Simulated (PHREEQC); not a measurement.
Solution (16 °C): 0.051 mol/kgw NiSO4 and 5.9e-05 mol/kgw H3AsO4. Closed to the air; pH follows from the charge balance.

The numbers come from PHREEQC with the ion-association model, wateq4f.dat.

Precipitation was switched off in this run.

Q: Order these S species by the share of S that they hold, largest first: Ni(SO4)2-2, NiSO4, SO4-2.

A: SO4-2 (60 %), NiSO4 (40 %), Ni(SO4)2-2 (0.14 %)

The pH is 4.60 and the ionic strength 0.122 mol/kgw. Complexes and solids missing from the database can't appear. In wateq4f.dat the enthalpy of Ni(OH)2 has the wrong sign, so its saturation index can't be trusted away from 25 °C. The database has no arsenate complexes of Ni.
